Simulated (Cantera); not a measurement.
Feed: 1 mol SiF4, 1.1 mol N2O, 0.29 mol H2, held at 1150 K and 120 Pa.

Method: chemical equilibrium by Gibbs-energy minimisation in Cantera with the NASA 1993 tables (ideal gas, pure condensed phases). Candidate condensed phases: H2O, Si, SiO2, Si2N2O, Si3N4; 58 gas species. The tables hold silica as quartz up to 1696 K and as liquid above; real silica turns to tridymite and cristobalite and melts near 1996 K. The numbers say what is thermodynamically allowed, not how fast it happens.

Base state: N2 0.375, SiF4 0.292, HF 0.193, O2 0.138, H2O 0.00218, NO 7.33e-5 (mole fractions); condensed: SiO2(β-quartz).

**Question.** What changes in the equilibrium state with this change: SiF4 replaced by SiH4?

**Answer.** 
```json
[
 {"species": "H2", "before": "<1e-9", "after": "0.741"},
 {"species": "N2", "before": "0.375", "after": "0.259"},
 {"species": "H2O", "before": "0.00218", "after": "1.44e-5"},
 {"species": "SiF4", "before": "0.292", "after": "0"},
 {"species": "HF", "before": "0.193", "after": "0"},
 {"species": "O2", "before": "0.138", "after": "<1e-9"},
 {"species": "NO", "before": "7.33e-5", "after": "<1e-9"},
 {"species": "SiO2(β-quartz), mol", "before": "0.142", "after": "0.400"},
 {"species": "Si2N2O(s), mol", "before": "0", "after": "0.300"}
]
```
Mutual solubility and eutectic melting of coexisting phases are not modelled.

**Question.** What changes in the equilibrium state with this change: SiF4 replaced by HMDSO?

**Answer.** 
```json
[
 {"species": "H2", "before": "<1e-9", "after": "0.886"},
 {"species": "CO", "before": "0", "after": "0.105"},
 {"species": "N2", "before": "0.375", "after": "0.00953"},
 {"species": "SiF4", "before": "0.292", "after": "0"},
 {"species": "HF", "before": "0.193", "after": "0"},
 {"species": "O2", "before": "0.138", "after": "<1e-9"},
 {"species": "NO", "before": "7.33e-5", "after": "<1e-9"},
 {"species": "CH4", "before": "0", "after": "2.20e-5"},
 {"species": "SiO2(β-quartz), mol", "before": "0.142", "after": "0"},
 {"species": "C(graphite), mol", "before": "0", "after": "4.90"},
 {"species": "Si2N2O(s), mol", "before": "0", "after": "1.000"}
]
```
The feed counts by its element totals alone. Further candidate phases: C, C6H6, C7H8, C8H18, SiC.

**Question.** What changes in the equilibrium state with this change: pressure from 120 Pa to 10000 Pa?

**Answer.** 
| species | before | after |
|---|---|---|
| N2 | 0.375 | 0.377 |
| SiF4 | 0.292 | 0.301 |
| HF | 0.193 | 0.169 |
| H2O | 0.00218 | 0.0150 |
| O2 | 0.138 | 0.139 |
| NO | 7.33e-5 | 7.38e-5 |
| SiO2(β-quartz), mol | 0.142 | 0.123 |
